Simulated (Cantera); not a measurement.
Cantera with NASA thermochemical tables; ideal gases at 1 bar, condensed phases pure. Values are per mole of reaction as written; species without (g) are pure solids or liquids, kept so even where they would boil at 1 bar.

Between 898 and 1298 K, where is each reaction favourable under standard conditions?
- 7 O(g) + Cr2N ⇌ NO(g) + 2 CrO3(g)
- N(g) + 2 Cr ⇌ Cr2N


- 7 O(g) + Cr2N ⇌ NO(g) + 2 CrO3(g): ΔG° is -1685 kJ at 898 K and -1477 kJ at 1298 K; it stays negative (K > 1). ΔH° is -2165 kJ and ΔS° -530 J/K at 1298 K.
- N(g) + 2 Cr ⇌ Cr2N: ΔG° is -477 kJ at 898 K and -425 kJ at 1298 K; it stays negative (K > 1). ΔH° is -594 kJ and ΔS° -131 J/K at 1298 K.
